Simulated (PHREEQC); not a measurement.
0.24 g of hydrous ferric oxide (600 m²/g; 0.2 weak and 0.005 strong sites per Fe, Dzombak-Morel constants, diffuse double layer) in 1 kg of water with 0.005 mol/kgw of an inert sodium salt and 9.6e-07 mol/kgw NaH2PO4, at 25 °C; the pH is set by adding NaOH or the inert anion's acid. Oxygen alone is held at its pressure in air (log pO2 = -0.68). The system is closed to CO2. Nothing may precipitate in this run.

Computed with PHREEQC (ion-association model, wateq4f.dat).

```
pH   P sorbed (%)  surface charge σ (C/m²)  surface potential ψ (mV)
---  ------------  -----------------------  ------------------------
3           100.0                    0.303                       214
3.5         100.0                    0.243                (withheld)
4           100.0                    0.183                       193
4.5         100.0                    0.131                       177
5           100.0                    0.090                       158
5.5         100.0                    0.059                       137
6           100.0                    0.037                       113
6.5         100.0                    0.022                        88
7           100.0                    0.013                (withheld)
7.5          99.9                    0.006                        34
8            99.3                    0.001                         6
8.5          94.3               (withheld)                       -22
9            65.8                   -0.009                       -50
```

### Question
Complete the blanks.

### Answer

- 3.5, surface potential ψ (mV): 207
- 7, surface potential ψ (mV): 62
- 8.5, surface charge σ (C/m²): -0.004

H3PO4, which wateq4f.dat lacks, is added to it with the constant of phreeqc.dat. The oxide is taken as insoluble; below pH 4 it would dissolve.
